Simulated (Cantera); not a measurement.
**Stirred combustor or abatement burner**

A perfectly stirred reactor is fed with 4.62 % CH₄, 20.1 % O₂, 75.3 % N₂, at 7500 Torr; it is adiabatic with a 650 K inlet, and is followed from long to short residence time, starting on the burning branch (τ in s: 0.067, 0.032, 0.015, 0.0074, 0.0036, 0.0017, 0.00082, 0.00039, 0.00019, 9.1e-05).

Detailed kinetics in Cantera: GRI-Mech 3.0 (53 species, 325 reactions).

```json
[
 {"τ (s)": "0.067", "T (K)": "1690", "x CH₄": "9.15e-6", "x O₂": "0.109", "x N₂O": "6.78e-7", "x OH": "0.000212", "x HCO": "1.99e-9", "x NO": "2.99e-6"},
 {"τ (s)": "0.032", "T (K)": "1689", "x CH₄": "1.63e-5", "x O₂": "0.109", "x N₂O": "9.05e-7", "x OH": "0.000243", "x HCO": "4.12e-9", "x NO": "2.42e-6"},
 {"τ (s)": "0.015", "T (K)": "1687", "x CH₄": "2.89e-5", "x O₂": "0.109", "x N₂O": "1.24e-6", "x OH": "0.000283", "x HCO": "8.70e-9", "x NO": "2.13e-6"},
 {"τ (s)": "0.0074", "T (K)": "1684", "x CH₄": "4.92e-5", "x O₂": "0.109", "x N₂O": "1.66e-6", "x OH": "0.000326", "x HCO": "1.76e-8", "x NO": "1.97e-6"},
 {"τ (s)": "0.0036", "T (K)": "1680", "x CH₄": "8.59e-5", "x O₂": "0.109", "x N₂O": "2.11e-6", "x OH": "0.000371", "x HCO": "3.64e-8", "x NO": "1.80e-6"},
 {"τ (s)": "0.0017", "T (K)": "1670", "x CH₄": "0.000160", "x O₂": "0.110", "x N₂O": "2.48e-6", "x OH": "0.000408", "x HCO": "7.87e-8", "x NO": "1.51e-6"},
 {"τ (s)": "0.00082", "T (K)": "1651", "x CH₄": "0.000328", "x O₂": "0.111", "x N₂O": "2.46e-6", "x OH": "0.000399", "x HCO": "1.70e-7", "x NO": "1.03e-6"},
 {"τ (s)": "0.00039", "T (K)": "650", "x CH₄": "0.0462", "x O₂": "0.201", "x N₂O": "<1e-12", "x OH": "<1e-12", "x HCO": "<1e-12", "x NO": "<1e-12"},
 {"τ (s)": "0.00019", "T (K)": "650", "x CH₄": "0.0462", "x O₂": "0.201", "x N₂O": "<1e-12", "x OH": "<1e-12", "x HCO": "<1e-12", "x NO": "<1e-12"},
 {"τ (s)": "9.1e-5", "T (K)": "650", "x CH₄": "0.0462", "x O₂": "0.201", "x N₂O": "<1e-12", "x OH": "<1e-12", "x HCO": "<1e-12", "x NO": "<1e-12"}
]
```
x: mole fraction; the columns are a selection and need not sum to one.
